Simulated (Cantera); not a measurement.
A perfectly stirred reactor is fed with C₃H₈ : O₂ : N₂ = 1 : 6.76 : 25.4 (molar parts), equivalence ratio 0.74, at 760 Torr; it is adiabatic with a 550 K inlet, and is followed from long to short residence time, starting on the burning branch (τ in s: 0.2, 0.074, 0.027, 0.01, 0.0037, 0.0014, 0.0005, 0.00018, 6.7e-05, 2.5e-05).

Model: GRI-Mech 3.0 (53 species, 325 reactions), integrated in Cantera. GRI-Mech 3.0 was tuned for natural gas; its chemistry of propane as a main component is partial and can be far from experiment.

x: mole fraction; the columns are a selection and need not sum to one.

```json
[
 {"τ (s)": "0.20", "T (K)": "2121", "x C₃H₈": "1.20e-7", "x O₂": "0.0509", "x CH₂O": "1.82e-7", "x CO": "0.00169", "x H": "9.38e-5", "x C₂H₂": "4.82e-7", "x N₂O": "3.14e-7"},
 {"τ (s)": "0.074", "T (K)": "2115", "x C₃H₈": "?", "x O₂": "0.0513", "x CH₂O": "?", "x CO": "?", "x H": "?", "x C₂H₂": "?", "x N₂O": "?"},
 {"τ (s)": "0.027", "T (K)": "2101", "x C₃H₈": "?", "x O₂": "0.0518", "x CH₂O": "?", "x CO": "?", "x H": "?", "x C₂H₂": "?", "x N₂O": "3.77e-7"},
 {"τ (s)": "0.010", "T (K)": "2075", "x C₃H₈": "1.56e-6", "x O₂": "0.0526", "x CH₂O": "2.24e-6", "x CO": "0.00521", "x H": "0.000522", "x C₂H₂": "2.43e-6", "x N₂O": "3.88e-7"},
 {"τ (s)": "0.0037", "T (K)": "2035", "x C₃H₈": "3.32e-6", "x O₂": "0.0538", "x CH₂O": "4.84e-6", "x CO": "0.00809", "x H": "0.00108", "x C₂H₂": "3.41e-6", "x N₂O": "3.58e-7"},
 {"τ (s)": "0.0014", "T (K)": "1981", "x C₃H₈": "6.94e-6", "x O₂": "0.0556", "x CH₂O": "1.04e-5", "x CO": "0.0118", "x H": "0.00205", "x C₂H₂": "4.86e-6", "x N₂O": "3.11e-7"},
 {"τ (s)": "0.00050", "T (K)": "1909", "x C₃H₈": "1.61e-5", "x O₂": "0.0583", "x CH₂O": "2.40e-5", "x CO": "0.0170", "x H": "0.00354", "x C₂H₂": "7.90e-6", "x N₂O": "2.63e-7"},
 {"τ (s)": "0.00018", "T (K)": "1820", "x C₃H₈": "4.36e-5", "x O₂": "0.0631", "x CH₂O": "6.10e-5", "x CO": "0.0248", "x H": "0.00495", "x C₂H₂": "1.64e-5", "x N₂O": "2.19e-7"},
 {"τ (s)": "6.7e-5", "T (K)": "1674", "x C₃H₈": "0.000199", "x O₂": "0.0765", "x CH₂O": "0.000212", "x CO": "0.0415", "x H": "0.00431", "x C₂H₂": "7.26e-5", "x N₂O": "1.42e-7"},
 {"τ (s)": "2.5e-5", "T (K)": "550", "x C₃H₈": "0.0302", "x O₂": "0.204", "x CH₂O": "<1e-12", "x CO": "<1e-12", "x H": "<1e-12", "x C₂H₂": "<1e-12", "x N₂O": "<1e-12"}
]
```

Problem. Some entries are withheld; supply them.

Solution. 
- 0.074, x C₃H₈: 3.00e-7
- 0.074, x CH₂O: 4.43e-7
- 0.074, x CO: 0.00220
- 0.074, x H: 0.000137
- 0.074, x C₂H₂: 9.74e-7
- 0.074, x N₂O: 3.40e-7
- 0.027, x C₃H₈: 7.11e-7
- 0.027, x CH₂O: 1.02e-6
- 0.027, x CO: 0.00329
- 0.027, x H: 0.000252
- 0.027, x C₂H₂: 1.65e-6
